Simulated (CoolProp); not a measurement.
The numbers come from the reference Helmholtz-energy equation of state, McLinden 2015 in CoolProp.

Task: For the fluoroketone C6F12O (FK-5-1-12), give the phase and the Z, cv (kJ/(kg K)), Joule-Thomson coefficient (K/MPa), expansivity (1/kK) at 369.9 K and 1.49 MPa; 382.9 K and 1.49 MPa; 434.9 K and 1.49 MPa.

Result: 
- 369.9 K and 1.49 MPa: liquid; Z 0.112, cv 0.944, Joule-Thomson coefficient 0.0524, expansivity 2.93
- 382.9 K and 1.49 MPa: liquid; Z 0.113, cv 0.959, Joule-Thomson coefficient 0.189, expansivity 3.39
- 434.9 K and 1.49 MPa: gas; Z 0.577, cv 1.03, Joule-Thomson coefficient 21.0, expansivity 17.6
